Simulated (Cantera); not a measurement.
An isothermal plug-flow reactor at 598 K and 500000 Pa (inlet), inlet velocity 0.17 m/s, active area per volume 910 1/m; feed H2 : O2 : N2 : H2O = 0.0081 : 0.14 : 0.79 : 0.063 (molar parts).

Cantera simulation using Deutschmann's 1995 Pt surface mechanism with GRI-Mech 3.0 gas chemistry; the numbers are that mechanism's predictions, not measurements. Catalytic surfaces can have several steady states; this one follows from the mechanism file's or the stated starting coverage. Mass transfer to the wall is taken as infinitely fast.

One state of this run: x H2 = 0.00180; x O2 = 0.137; x H2O = 0.0694; θ free Pt = 0.0215; θ O* = 0.941; θ OH* = 0.0370. x: gas mole fraction; θ: surface coverage.

Task: Which value of z (m) does it belong to?
A) 0.00023
B) 0.00041
C) 0.0013
D) 0.0023

Result: A, 0.00023
